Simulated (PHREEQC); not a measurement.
Make-up at 28 °C: 0.032 mol H2SO4, 0.0017 mol ZnSO4 and 0.0045 mol Na2SO4 per kg of water. It is in equilibrium with CO2 at log p = -3.4 (atm). Otherwise closed; pH follows from the charge balance.

All values are PHREEQC results (ion-association model, phreeqc.dat), not measurements.

```
Property                      Result
--------------------  --------------
pH                              1.47
ionic strength        0.0649 mol/kgw
specific conductance     16000 µS/cm
density                  0.999 g/cm³
total alkalinity        -64.0 meq/kg
```

```tsv
species	molality	activity	log γ
H+	0.0398	0.0336	-0.074
HSO4-	0.0242	0.0194	-0.094
SO4-2	0.0131	0.00557	-0.371
Na+	0.00875	0.00708	-0.092
Zn+2	0.00105	0.000448	-0.368
ZnSO4	0.000590	0.000599	0.006
NaSO4-	0.000248	0.000202	-0.090
Zn(SO4)2-2	6.31e-5	2.65e-5	-0.376
CO2	1.23e-5	1.25e-5	0.006
```

No solid was allowed to form.
